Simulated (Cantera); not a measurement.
Mixture: CH4 : C2H6 : O2 : N2 = 1 : 0.23 : 3.35 : 11.7 (molar parts), equivalence ratio 0.84, at 1.01 bar, adiabatic and at constant pressure. Ignition delay is the time to a rise of 400 K.

Cantera simulation using GRI-Mech 3.0 (53 species, 325 reactions); the numbers are that mechanism's predictions, not measurements.

Problem. Predict: delay at 1200 K; delay at 1400 K; delay at 1600 K; delay at 1800 K; delay at 2000 K; apparent activation energy between 1900 and 2100 K.

Solution. 
```
Quantity                                                 Value
--------------------------------------------------  ----------
delay at 1200 K                                        2.68 ms
delay at 1400 K                                       0.301 ms
delay at 1600 K                                        70.1 µs
delay at 1800 K                                        23.6 µs
delay at 2000 K                                        10.9 µs
apparent activation energy between 1900 and 2100 K  110 kJ/mol
```
